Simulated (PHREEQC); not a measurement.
A column of 0.1 m (30 cells, dispersivity 0.005 m, 3600 s a shift, diffusion coefficient 3e-10 m²/s) holds 0.1 eq of the database's cation exchanger X per kg of pore water, first in equilibrium with 0.0022 mol/kgw NaCl, 0.011 mol/kgw SrCl2, 0.00084 mol/kgw LiCl and 1e-05 mol/kgw HCl. It is flushed with 47 mmol/kgw CdCl2, 0.46 mmol/kgw ZnCl2 and 0.01 mmol/kgw HCl, at 25 °C. Values are for the last cell. The system is closed to CO2. Nothing may precipitate in this run.

Base run: PHREEQC, ion-association model, phreeqc.dat. Each further column changes one thing. The table gives Cd in solution (mol/kgw).

```csv
pore volumes,base,exchange capacity from 0.1 to 0.05 eq/kgw,dispersivity from 0.005 to 0.01 m
0,0,0,0
0.35,4.27e-11,1.73e-8,2.76e-7
0.85,0.00241,0.00573,0.00558
1.35,0.0199,0.0271,0.0214
1.683,0.0280,0.0349,0.0284
2.017,0.0327,0.0389,0.0329
2.517,0.0368,0.0421,0.0370
3.017,0.0394,0.0439,0.0395
3.35,0.0407,0.0447,0.0406
3.683,0.0417,0.0453,0.0416
4.183,0.0429,0.0460,0.0427
4.683,0.0439,0.0464,0.0436
5.017,0.0444,0.0465,0.0440
```
